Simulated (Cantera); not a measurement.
Input (Python, Cantera) and output of one run.

```python
import numpy as np
import cantera as ct

gas_names = [...]  # 110 gases of nasa_gas.yaml made of C, H, O
cond_names = """
    C(gr) C6H6(L) C7H8(L) C8H18(L),n-octa H2O(s) H2O(L)
""".split()


# ... load() reads the species with a 1 bar reference pressure and builds the phases ...
atoms = {
    'toluene': {'C': 7, 'H': 8},
    'H2O': {'H': 2, 'O': 1},
}
top_T = {'C(gr)': 4500}  # K; cautious upper limits of use, not melting points


# ... equilibrate(T, P, feed) seeds the gas with the atoms and calls Mixture.equilibrate('TP', solver="vcs", rtol=1e-11, max_steps=5000) ...
results = []
feed = {'toluene': 1, 'H2O': 0.22}  # mol
P = 1333.22  # Pa
for T in [1875, 1925, 1975, 2025, 2075, 2125, 2175, 2225, 2275, 2325]:
    mix = equilibrate(T, P, feed)
    results.append((T, P, feed, dict(zip(mix.species_names, mix.species_moles))))
    x = sorted(zip(gas.X, gas.species_names), reverse=True)
    print(f"T = {T:g} K  P = {P:g} Pa  gas = {mix.phase_moles(0):.4g} mol")
    print("   x: " + "  ".join(f"{s} {v:.3e}" for v, s in x if v > 1e-06))
    print("   condensed (mol): " + ("  ".join(f"{mix.phase(i).name} {mix.phase_moles(i):.4g}"
          for i in range(1, mix.n_phases) if mix.phase_moles(i) > 1e-12) or "none"))
```

Output:

```
T = 1875 K  P = 1333.22 Pa  gas = 4.452 mol
   x: H2 9.448e-01  CO 4.941e-02  H 5.518e-03  C2H2,acetylene 2.993e-04  CH4 7.210e-06
   condensed (mol): C(gr) 6.777
T = 1925 K  P = 1333.22 Pa  gas = 4.458 mol
   x: H2 9.422e-01  CO 4.935e-02  H 8.037e-03  C2H2,acetylene 4.314e-04  CH4 6.182e-06  CH3 1.054e-06
   condensed (mol): C(gr) 6.776
T = 1975 K  P = 1333.22 Pa  gas = 4.466 mol
   x: H2 9.386e-01  CO 4.927e-02  H 1.148e-02  C2H2,acetylene 6.095e-04  CH4 5.333e-06  CH3 1.295e-06
   condensed (mol): C(gr) 6.775
T = 2025 K  P = 1333.22 Pa  gas = 4.476 mol
   x: H2 9.339e-01  CO 4.915e-02  H 1.611e-02  C2H2,acetylene 8.451e-04  CH4 4.622e-06  CH3 1.572e-06
   condensed (mol): C(gr) 6.772
T = 2075 K  P = 1333.22 Pa  gas = 4.49 mol
   x: H2 9.276e-01  CO 4.900e-02  H 2.222e-02  C2H2,acetylene 1.151e-03  CH4 4.021e-06  CH3 1.885e-06
   condensed (mol): C(gr) 6.77
T = 2125 K  P = 1333.22 Pa  gas = 4.508 mol
   x: H2 9.195e-01  CO 4.880e-02  H 3.016e-02  C2H2,acetylene 1.541e-03  CH4 3.506e-06  CH3 2.232e-06  C2H 1.410e-06  C4H2 1.047e-06
   condensed (mol): C(gr) 6.766
T = 2175 K  P = 1333.22 Pa  gas = 4.531 mol
   x: H2 9.091e-01  CO 4.855e-02  H 4.031e-02  C2H2,acetylene 2.029e-03  CH4 3.059e-06  C2H 2.904e-06  CH3 2.610e-06  C4H2 1.841e-06
   condensed (mol): C(gr) 6.762
T = 2225 K  P = 1333.22 Pa  gas = 4.561 mol
   x: H2 8.960e-01  H 5.310e-02  CO 4.823e-02  C2H2,acetylene 2.628e-03  C2H 5.779e-06  C4H2 3.144e-06  CH3 3.014e-06  CH4 2.668e-06
   condensed (mol): C(gr) 6.756
T = 2275 K  P = 1333.22 Pa  gas = 4.599 mol
   x: H2 8.798e-01  H 6.897e-02  CO 4.784e-02  C2H2,acetylene 3.351e-03  C2H 1.113e-05  C4H2 5.220e-06  CH3 3.436e-06  CH4 2.321e-06  C2H2,vinylidene 1.128e-06
   condensed (mol): C(gr) 6.749
T = 2325 K  P = 1333.22 Pa  gas = 4.645 mol
   x: H2 8.600e-01  H 8.836e-02  CO 4.736e-02  C2H2,acetylene 4.205e-03  C2H 2.077e-05  C4H2 8.430e-06  CH3 3.863e-06  CH4 2.012e-06  C3 1.981e-06  C2H2,vinylidene 1.730e-06
   condensed (mol): C(gr) 6.74
```

Method: chemical equilibrium by Gibbs-energy minimisation in Cantera with the NASA 1993 tables (ideal gas, pure condensed phases).
